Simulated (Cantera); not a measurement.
An adiabatic, constant-volume homogeneous reactor starts with CH₄ : C₂H₆ : C₃H₈ : O₂ : N₂ = 1 : 0.24 : 0.21 : 7.34 : 27.6 (molar parts), at 1050 K and 10.0 bar. Integrator tolerance rtol = 1e-08.

Detailed kinetics in Cantera: GRI-Mech 3.0 (53 species, 325 reactions). GRI-Mech 3.0 was tuned for natural gas; its chemistry of propane as a main component is partial and can be far from experiment.

Task: What does this change do: O2 7.34 to 4.4 parts?

Result: 
```tsv
quantity	before	after
time of steepest temperature rise	7.39 ms	7.69 ms
temperature at 5.00 s	2416 K	2517 K
equilibrium temperature	2416 K	2517 K
x(CH₄) at 5.00 s	<1e-12 (gas-phase equilibrium <1e-12)	<1e-12 (gas-phase equilibrium <1e-12)
x(C₂H₆) at 5.00 s	<1e-12 (gas-phase equilibrium <1e-12)	<1e-12 (gas-phase equilibrium <1e-12)
x(C₃H₈) at 5.00 s	<1e-12 (gas-phase equilibrium <1e-12)	<1e-12 (gas-phase equilibrium <1e-12)
x(CH₃) at 5.00 s	<1e-12 (gas-phase equilibrium <1e-12)	<1e-12 (gas-phase equilibrium <1e-12)
x(O₂) at 5.00 s	0.0869 (gas-phase equilibrium 0.0869)	0.0136 (gas-phase equilibrium 0.0136)
```

Task: What does this change do: pressure from 10.0 bar to 3.60 bar?

Result: 
| quantity | before | after |
|---|---|---|
| time of steepest temperature rise | 7.39 ms | 13.6 ms |
| temperature at 5.00 s | 2416 K | 2404 K |
| equilibrium temperature | 2416 K | 2404 K |
| x(CH₄) at 5.00 s | <1e-12 (gas-phase equilibrium <1e-12) | <1e-12 (gas-phase equilibrium <1e-12) |
| x(C₂H₆) at 5.00 s | <1e-12 (gas-phase equilibrium <1e-12) | <1e-12 (gas-phase equilibrium <1e-12) |
| x(C₃H₈) at 5.00 s | <1e-12 (gas-phase equilibrium <1e-12) | <1e-12 (gas-phase equilibrium <1e-12) |
| x(CH₃) at 5.00 s | <1e-12 (gas-phase equilibrium <1e-12) | <1e-12 (gas-phase equilibrium <1e-12) |
| x(O₂) at 5.00 s | 0.0869 (gas-phase equilibrium 0.0869) | 0.0869 (gas-phase equilibrium 0.0869) |
